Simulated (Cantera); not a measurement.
Charge: 1 mol MgCl₂, 0.22 mol O₂, 2.5 mol N₂, at 2050 K and 0.133 bar.

Equilibrium computed with Cantera from the NASA thermochemical tables; the gas is ideal and each condensed phase is pure. Candidate condensed phases: Mg, MgCl₂, MgO; 18 gas species. Rates play no part.

Base state: N₂ 0.656, MgCl₂ 0.220, Cl 0.0847, O₂ 0.0342, NO 0.00323, Cl₂ 0.00121, O 0.000493, ClO 8.32e-5 (mole fractions); condensed: MgO(s).

Task: What changes in the equilibrium state with this change: N₂ from 2.5 to 0.4 mol?

Result: 
| species | before | after |
|---|---|---|
| MgCl₂ | 0.220 | 0.508 |
| N₂ | 0.656 | 0.236 |
| Cl | 0.0847 | 0.162 |
| O₂ | 0.0342 | 0.0857 |
| Cl₂ | 0.00121 | 0.00443 |
| ClO | 8.32e-5 | 0.000252 |
| MgO(s), mol | 0.166 | 0.144 |

Task: What changes in the equilibrium state with this change: temperature from 2050 K to 1100 K?

Result: 
```json
[
 {"species": "N₂", "before": "0.656", "after": "0.840"},
 {"species": "Cl₂", "before": "0.00121", "after": "0.146"},
 {"species": "MgCl₂", "before": "0.220", "after": "0.0115"},
 {"species": "O₂", "before": "0.0342", "after": "0.000317"},
 {"species": "Cl", "before": "0.0847", "after": "0.00159"},
 {"species": "O", "before": "0.000493", "after": "<1e-9"},
 {"species": "MgCl", "before": "3.87e-5", "after": "<1e-9"},
 {"species": "NO", "before": "0.00323", "after": "3.41e-6"},
 {"species": "MgO(s), mol", "before": "0.166", "after": "0.438"},
 {"species": "MgCl₂(l), mol", "before": "0", "after": "0.528"}
]
```
Mutual solubility and eutectic melting of coexisting phases are not modelled.

Task: What changes in the equilibrium state with this change: O₂ from 0.22 to 0.11 mol?

Result: 
```csv
species,before,after
N₂,0.656,0.680
MgCl₂,0.220,0.238
Cl,0.0847,0.0673
O₂,0.0342,0.0116
ClO,8.32e-5,3.86e-5
O,0.000493,0.000287
NO,0.00323,0.00191
Cl₂,0.00121,0.000765
MgCl,3.87e-5,5.28e-5
"MgO(s), mol",0.166,0.126
```
